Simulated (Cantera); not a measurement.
## Premixed flame

A freely propagating, adiabatic, planar premixed flame of CH4 : C2H6 : C3H8 : O2 : N2 : CO2 = 1 : 0.059 : 0.088 : 3.84 : 14.4 : 0.95 (molar parts), equivalence ratio 0.69, unburnt at 623 K and 760 Torr; multicomponent+Soret transport, grid criteria slope 0.08 and curve 0.16, no radiation.

Detailed kinetics in Cantera: GRI-Mech 3.0 (53 species, 325 reactions). Burning velocities carry a grid error of a few per cent, more on coarse grids.

| z (mm) | T (K) | u (m/s) | x CH4 | x C2H6 | x C3H8 | x H | x N2O | x HO2 |
|---|---|---|---|---|---|---|---|---|
| -1.38 | 623 | 0.752 | 0.0491 | 0.00290 | 0.00433 | <1e-8 | <1e-8 | 1.98e-7 |
| -0.922 | 626 | 0.756 | 0.0488 | 0.00290 | 0.00433 | <1e-8 | <1e-8 | 1.83e-6 |
| -0.692 | 636 | 0.768 | 0.0481 | 0.00289 | 0.00433 | <1e-8 | <1e-8 | 7.28e-6 |
| -0.461 | 685 | 0.830 | 0.0451 | 0.00284 | 0.00429 | 9.17e-8 | <1e-8 | 3.80e-5 |
| -0.231 | 954 | 1.17 | 0.0326 | 0.00225 | 0.00306 | 2.40e-5 | 2.01e-8 | 0.000136 |
| -0.115 | 1254 | 1.55 | 0.0190 | 0.00116 | 0.00103 | 0.000241 | 5.16e-8 | 0.000201 |
| 0 | 1558 | 1.93 | 0.00480 | 8.31e-5 | 2.76e-5 | 0.00127 | 1.13e-7 | 0.000147 |
| 0.115 | 1687 | 2.09 | 0.000352 | 2.36e-7 | 1.63e-8 | 0.00229 | 2.00e-7 | 3.04e-5 |
| 0.231 | 1738 | 2.15 | 1.58e-5 | <1e-8 | <1e-8 | 0.00249 | 2.65e-7 | 1.56e-5 |
| 0.461 | 1802 | 2.21 | 3.87e-8 | <1e-8 | <1e-8 | 0.00201 | 3.22e-7 | 1.12e-5 |
| 0.922 | 1872 | 2.29 | <1e-8 | <1e-8 | <1e-8 | 0.00109 | 3.77e-7 | 7.06e-6 |
| 1.84 | 1929 | 2.35 | <1e-8 | <1e-8 | <1e-8 | 0.000406 | 4.36e-7 | 3.76e-6 |
| 3.69 | 1964 | 2.39 | <1e-8 | <1e-8 | <1e-8 | 0.000119 | 4.18e-7 | 1.96e-6 |
x: mole fraction of selected species; z is measured from the peak of heat release.

```json
{
 "laminar_burning_velocity": "75.2 cm/s",
 "thermal_thickness": "0.461 mm",
 "peak x(H)": "0.00249",
 "peak x(HO2)": "0.000213",
 "grid_points": "128"
}
```
